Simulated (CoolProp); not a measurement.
Vapour-liquid equilibrium of CH2F2 (R32) (1) + R123 (2) at 0.371 MPa; x and y are mole fractions of (1).

Model: multi-fluid Helmholtz-energy mixture model, Tillner-Roth 1997 and Younglove 1994; pair parameters Bell 2016, in CoolProp.

```csv
x,bubble temperature (°C),y at the bubble point,dew temperature at overall composition x (°C),liquid density (mol/L)
0.05,51.1,0.408,67.4,9.355
0.2,16.4,0.838,61.2,10.86
0.35,0.5,0.928,54.1,12.25
0.5,-7.8,0.958,45.8,13.76
0.65,-13.1,0.974,35.5,15.52
0.8,-17.2,0.985,21.2,17.70
0.95,-21.0,0.996,-5.3,20.53
```

No azeotrope shows between x = 0.05 and 0.95.

The pair parameters rest on a limited set of measurements; away from them the model extrapolates.
